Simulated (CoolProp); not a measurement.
A simple Rankine cycle with cyclohexane: condensing at 308.15 K, boiler at 2.33 MPa, turbine inlet 619 K, turbine efficiency 0.75, pump efficiency 0.7, no recuperator. Each further row changes one setting.

Values from CoolProp's reference Helmholtz-energy equation of state, Zhou 2014.

| case | thermal efficiency (%) | net work (kJ/kg) | heat in (kJ/kg) | turbine exit temperature (K) | volume ratio over the turbine |
|---|---|---|---|---|---|
| as stated | 18.6 | 186 | 998 | 533.8 | 117 |
| condensing temperature 300.15 K | 19.6 | 199 | 1010 | 528.4 | 164 |
| boiler pressure 1.63 MPa | 17.5 | 177 | 1010 | 542.3 | 78.9 |
| turbine efficiency 0.65 | 16.1 | 161 | 998 | 544.2 | 119 |
